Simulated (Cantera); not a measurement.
A freely propagating, adiabatic, planar premixed flame of 46.5 % H2, 9.30 % O2, 44.2 % N2, equivalence ratio 2.5, unburnt at 350 K and 1.00 bar; mixture-averaged transport, grid criteria slope 0.08 and curve 0.16, no radiation.

Detailed kinetics in Cantera: the H2/O2 subset of GRI-Mech 3.0, which has no nitrogen chemistry. Burning velocities carry a grid error of a few per cent, more on coarse grids.

x: mole fraction of selected species; z is measured from the peak of heat release.

```
z (mm)        T (K)  u (m/s)        x H2        x O2       x HO2      x H2O2        x OH       x H2O
-------  ----------  -------  ----------  ----------  ----------  ----------  ----------  ----------
-1.15           350     2.69       0.465      0.0930       <1e-8       <1e-8       <1e-8       <1e-8
-0.768          350     2.69       0.465      0.0930       <1e-8       <1e-8       <1e-8       <1e-8
-0.576          350     2.69       0.465      0.0930       <1e-8       <1e-8       <1e-8     6.57e-8
-0.384          351     2.69       0.465      0.0931     3.75e-7     3.53e-8       <1e-8     2.42e-6
-0.192          391     2.97       0.457      0.0938    0.000173     1.81e-5     1.94e-5     0.00105
-0.0960         647     4.78       0.428      0.0875    0.000231     5.61e-5    0.000500      0.0213
0        (withheld)     7.17  (withheld)  (withheld)  (withheld)  (withheld)  (withheld)  (withheld)
0.0960   (withheld)     8.91  (withheld)  (withheld)  (withheld)  (withheld)    0.000991  (withheld)
0.192          1379     9.85       0.288      0.0112     1.14e-5     2.77e-7     0.00104       0.178
0.384          1484     10.6       0.278    0.000947     8.96e-7     1.26e-7    0.000926       0.198
0.768          1569     11.1       0.283     4.99e-5     4.96e-8     8.88e-8    0.000898       0.201
1.54           1645     11.6       0.290     1.75e-5     2.00e-8     5.40e-8    0.000776       0.202
3.07           1706     12.0       0.296     8.04e-6     1.01e-8     2.69e-8    0.000584       0.203
```

Complete the blanks.


- 0, T (K): 994
- 0, x H2: 0.376
- 0, x O2: 0.0666
- 0, x HO2: 8.62e-5
- 0, x H2O2: 7.90e-6
- 0, x OH: 0.000557
- 0, x H2O: 0.0703
- 0.0960, T (K): 1245
- 0.0960, x H2: 0.320
- 0.0960, x O2: 0.0337
- 0.0960, x HO2: 3.59e-5
- 0.0960, x H2O2: 6.57e-7
- 0.0960, x H2O: 0.135
